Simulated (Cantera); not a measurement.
Feed: 1 mol S, 0.13 mol H2, 2.1 mol O2, held at 3125 °C and 23.0 bar.

Equilibrium computed with Cantera from the NASA thermochemical tables; the gas is ideal and each condensed phase is pure. Candidate condensed phases: H2O, H2SO4, S; 19 gas species. Equilibrium is a limit: real reactors are often held back by kinetics, nucleation or transport.

Base state: O2 0.435, SO2 0.402, O 0.0520, OH 0.0365, H2O 0.0348, SO 0.0328, H 0.00389, H2 0.00161 (mole fractions); condensed: gas only.

Q: What changes in the equilibrium state with this change: pressure from 23.0 bar to 0.100 bar?

A: 
```json
[
 {"species": "O", "before": "0.0520", "after": "0.492"},
 {"species": "O2", "before": "0.435", "after": "0.169"},
 {"species": "SO", "before": "0.0328", "after": "0.144"},
 {"species": "SO2", "before": "0.402", "after": "0.0725"},
 {"species": "S", "before": "0.000501", "after": "0.0534"},
 {"species": "H2O", "before": "0.0348", "after": "0.000935"},
 {"species": "H", "before": "0.00389", "after": "0.0477"},
 {"species": "OH", "before": "0.0365", "after": "0.0184"},
 {"species": "SO3", "before": "0.000745", "after": "5.53e-6"},
 {"species": "S2", "before": "1.15e-5", "after": "0.000569"}
]
```
